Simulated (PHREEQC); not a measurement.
Solution (25 °C): 29 mmol/kgw NaHSO4, 13 mmol/kgw K2HPO4 and 5 mmol/kgw KCl. Closed to the air; pH follows from the charge balance.

Equilibrium calculation in PHREEQC: ion-association model, phreeqc.dat.

```tsv
quantity	before	after
pH	2.30	2.29
ionic strength (mol/kgw)	0.0843	0.0921
K+ (mol/kgw)	0.0293	0.0373
Na+ (mol/kgw)	0.0278	0.0279
SO4-2 (mol/kgw)	0.0210	0.0208
HSO4- (mol/kgw)	0.00515	0.00504
SI of Sylvite (KCl)	-4.95	-4.86
SI of Halite (NaCl)	-5.63	-5.64
```

What was changed between the two runs?
A) 0.024 mol/kgw Na2CO3 added
B) 0.0083 mol/kgw KBr added
C) NaHSO4 from 0.029 to 0.0058 mol/kgw
D) K2HPO4 left out

B, 0.0083 mol/kgw KBr added

No solid was allowed to form.
